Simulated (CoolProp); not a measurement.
n-decane at several states: fugacity coefficient from the reference equation and from simpler models built on Tc = 617.7 K, pc = 21.01 bar, ω = 0.488; each cubic takes its own stable root.

Computed with CoolProp (reference Helmholtz-energy equation of state, Lemmon 2006). It is a short technical equation, of lower accuracy than the large ones.

| T (K) | p (bar) | phase | reference | van der Waals | Redlich-Kwong | Peng-Robinson |
|---|---|---|---|---|---|---|
| 309.4 | 8.71 | liquid | 0.0004721 | 0.07323 | (withheld) | 0.0005274 |
| 442.8 | 0.113 | gas | 0.9931 | 0.9965 | 0.9954 | 0.9941 |
| 481.2 | 62.7 | liquid | 0.04649 | 0.1692 | (withheld) | (withheld) |
| 558.8 | 6.6 | gas | (withheld) | 0.8819 | 0.8599 | (withheld) |

### Question
What belongs in the gaps?

### Answer

- 309.4, Redlich-Kwong: 0.006045
- 481.2, Redlich-Kwong: 0.09219
- 481.2, Peng-Robinson: 0.04798
- 558.8, reference: 0.8365
- 558.8, Peng-Robinson: 0.8373
